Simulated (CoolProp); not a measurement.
Computed with CoolProp (reference Helmholtz-energy equation of state, Thol 2016).

Problem. For hexamethyldisiloxane (MM), give the phase and the density (kg/m³), speed of sound (m/s) at 132.05 °C and 1280 kPa.

Solution. 
- 132.05 °C and 1280 kPa: liquid; density 639, speed of sound 532
